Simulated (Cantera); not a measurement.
A closed system holds: 1 mol Si(CH₃)₄, 1.4 mol CH₄, 33 mol H₂, equilibrated at 2098 K and 1330 Pa.

Method: chemical equilibrium by Gibbs-energy minimisation in Cantera with the NASA 1993 tables (ideal gas, pure condensed phases). Candidate condensed phases: C, C₆H₆, C₇H₈, C₈H₁₈, Si, SiC; 87 gas species. Gases not in the tables: Si₂H₆ and higher silanes. The numbers say what is thermodynamically allowed, not how fast it happens.

Base state: H₂ 0.971, H 0.0263, C₂H₂ (acetylene) 0.00139, Si 0.000759, SiC₂ 4.85e-5, SiH 4.70e-5, Si₂C 3.08e-5, SiH₂ 1.36e-5 (mole fractions); condensed: C(graphite) + SiC(s).

Task: What changes in the equilibrium state with this change: temperature from 2098 K to 1498 K?

Result: 
```
species             before     after
----------------  --------  --------
H₂                   0.971     1.000
H                   0.0263  0.000149
CH₄                4.17e-6   3.46e-5
C₂H₂ (acetylene)   0.00139   8.81e-6
SiH₂               1.36e-5   1.06e-8
Si                0.000759   5.44e-9
SiC₂               4.85e-5     <1e-9
Si₂C               3.08e-5     <1e-9
SiH                4.70e-5   2.03e-9
C(graphite), mol      4.32      4.40
SiC(s), mol          0.961     1.000
```

Task: What changes in the equilibrium state with this change: Si(CH₃)₄ replaced by (CH₃)₂SiCl₂?

Result: 
```csv
species,before,after
H₂,0.971,0.923
HCl,0,0.0477
H,0.0263,0.0256
Cl,0,0.000973
Si,0.000759,0.000759
SiCl₂,0,0.000409
SiCl,0,8.23e-5
"C(graphite), mol",4.32,2.35
"SiC(s), mol",0.961,0.943
```
The feed counts by its element totals alone. The tables' values for SiCl are old estimates; treat these amounts as uncertain.
